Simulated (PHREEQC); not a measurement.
Solution (75 °C): 0.0018 mol/kgw H2SiF6. Closed to the air; pH follows from the charge balance.

Computed with PHREEQC (ion-association model, phreeqc.dat).

Q: The ionic strength comes out as 0.00239 mol/kgw. What activity coefficients do F-, HF2-, H+, SiF6-2 get?

A: F- 0.94, HF2- 0.94, H+ 0.95, SiF6-2 0.79.

Precipitation was switched off in this run. Saturation is exceeded, for instance for Quartz (slow to form), Chalcedony (slow to form); the values hold only as long as no solid forms. Away from 25 °C the constants follow the database's enthalpies or fits; those with neither stay at their 25 °C values. SiF6-2 is the database's only silicon fluoride.
